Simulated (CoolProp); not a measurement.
Vapour-liquid equilibrium of R143a (1) + R134a (2) at 0.758 bar; x and y are mole fractions of (1).

The numbers come from the multi-fluid Helmholtz-energy mixture model, Lemmon and Jacobsen 2000 and Tillner-Roth 1994; pair parameters Lemmon 2004 in CoolProp.

```
x     bubble temperature (K)  y at the bubble point  dew temperature at overall composition x (K)  liquid density (mol/L)
----  ----------------------  ---------------------  --------------------------------------------  ----------------------
0.05                   239.4                  0.117                                         240.3                   13.71
0.15                   236.5                      ?                                         238.9                       ?
0.25                   233.8                      ?                                         237.4                   13.82
0.35                   231.4                  0.592                                         235.9                   13.87
0.45                   229.2                  0.692                                         234.1                   13.92
0.55                   227.2                  0.773                                         232.3                   13.95
0.65                   225.4                  0.840                                         230.2                   13.99
0.75                   223.7                  0.896                                         227.8                   14.02
0.85                   222.1                  0.943                                             ?                   14.04
0.95                   220.7                  0.982                                         221.9                   14.06
```

Task: Complete the blanks.

Result: 
- 0.15, y at the bubble point: 0.313
- 0.15, liquid density (mol/L): 13.77
- 0.25, y at the bubble point: 0.468
- 0.85, dew temperature at overall composition x (K): 225.1

No azeotrope shows between x = 0.05 and 0.95.

Pair parameters are fitted to limited data, so mixtures are less certain than the pure fluids.
